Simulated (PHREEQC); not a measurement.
# Phosphoric acid bath (model solution)

Consider water at 25 °C with 3.1 mmol/kgw H3PO4, 3.3 mmol/kgw HCl and 0.018 mmol/kgw H4SiO4. Closed to the air; pH follows from the charge balance.

Model: ion-association model, phreeqc.dat, run in PHREEQC.

This is a speciation only: nothing precipitates in the calculation.

Problem. Predict the pH.

Solution. pH 2.32.

Problem. In which forms is P present?

Solution. H2PO4- 60 %, H3PO4 40 % of the P.

Species that the database lacks are ignored.
